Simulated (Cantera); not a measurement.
Charge: 1 mol CH₂F₂, 1 mol HCl, at 2948.15 K and 2.70 Torr.

Equilibrium computed with Cantera from the NASA thermochemical tables; the gas is ideal and each condensed phase is pure. Candidate condensed phases: C, C₆H₆, C₇H₈, C₈H₁₈; 118 gas species. The tables' values for CCl are old estimates; treat these amounts as uncertain. Equilibrium is a limit: real reactors are often held back by kinetics, nucleation or transport.

Base state: HF 0.403, H 0.239, Cl 0.213, C₃ 0.0494, F 0.0475, HCl 0.0149, H₂ 0.0114, C 0.00852 (mole fractions); condensed: C(graphite).

**Question.** What changes in the equilibrium state with this change: HCl from 1 to 0.011 mol?

**Answer.** 
```
species             before     after
----------------  --------  --------
HF                   0.403     0.643
H                    0.239     0.139
F                   0.0475     0.130
Cl                   0.213   0.00416
HCl                 0.0149  0.000169
H₂                  0.0114   0.00388
CF                 0.00492    0.0135
C₃                  0.0494    0.0494
C₂HCl              1.68e-5   1.92e-7
CCl                1.15e-5   2.25e-7
CF₂                6.36e-5  0.000478
C₄H₂               1.36e-5   4.60e-6
C₂H₂ (acetylene)  0.000609  0.000207
C(graphite), mol     0.203     0.523
```

**Question.** What changes in the equilibrium state with this change: temperature from 2948.15 K to 3425 K?

**Answer.** 
| species | before | after |
|---|---|---|
| H | 0.239 | 0.390 |
| F | 0.0475 | 0.221 |
| Cl | 0.213 | 0.165 |
| HF | 0.403 | 0.103 |
| HCl | 0.0149 | 0.00141 |
| C | 0.00852 | 0.0770 |
| H₂ | 0.0114 | 0.00222 |
| C₃ | 0.0494 | 0.0181 |
| C₂ | 0.00496 | 0.0126 |
| C₄H₂ | 1.36e-5 | 1.98e-8 |
| C₂HCl | 1.68e-5 | 2.22e-7 |
| C₂H₂ (acetylene) | 0.000609 | 1.03e-5 |
| C(graphite), mol | 0.203 | 0 |
